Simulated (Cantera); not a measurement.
Feed: 1 mol B2O3, 0.12 mol O2, 0.34 mol H2, held at 1.00 bar.

These are equilibrium values from Cantera (NASA tables, ideal gas, pure condensed phases), not measurements of a reactor. Candidate condensed phases: B, B2O3, B3O3H3, H2O; 23 gas species. Rates play no part.

Problem. At 1600 °C, list the 5 most abundant gas species with their mole fractions, and the condensed phases.

Solution. H2O 0.501, H2 0.257, HBO2 0.232, B2O3 0.00907, (HBO2)3 0.000753. Condensed: B2O3(l).
